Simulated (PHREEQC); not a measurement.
Synthetic water in mg/L, 35 °C, pH 2.93, pe 9.5:

| constituent | mg/L |
|---|---|
| Na | 190 |
| K | 14.8 |
| Ca | 91.1 |
| Mg | 46.7 |
| Cl | 152 |
| S(6) as SO4 | 733 |
| Si as SiO2 | 2.73 |

Cl is adjusted to close the charge balance.
Valence states are taken as typed.

All values are PHREEQC results (ion-association model, wateq4f.dat), not measurements.

Each row changes one thing in this solution. This is a speciation only: nothing precipitates in the calculation.

```
case                                               ionic strength (mol/kgw)  SO4-2 (mol/kgw)  Ca+2 (mol/kgw)  Mg+2 (mol/kgw)  HSO4- (mol/kgw)  SI of Quartz (SiO2)  SI of Gypsum (CaSO4:2H2O)
-------------------------------------------------  ------------------------  ---------------  --------------  --------------  ---------------  -------------------  -------------------------
as made                                                              0.0242          0.00568         0.00164         0.00126         0.000522                -0.50                      -0.95
Na from 190 to 380 mg/L                                              0.0328          0.00571         0.00171         0.00132         0.000496                -0.50                      -1.00
all concentrations times 2 at the same typed pH                      0.0446           0.0108         0.00297         0.00221         0.000881                  ___                      -0.55
temperature from 35 to 60 °C at the same typed pH                       ___          0.00510         0.00161         0.00106         0.000870                -0.82                      -0.96
```

Question: Fill in the missing entries.

Answer: 
- all concentrations times 2 at the same typed pH, SI of Quartz (SiO2): -0.20
- temperature from 35 to 60 °C at the same typed pH, ionic strength (mol/kgw): 0.0230

Away from 25 °C the constants follow the database's enthalpies or fits; those with neither stay at their 25 °C values.
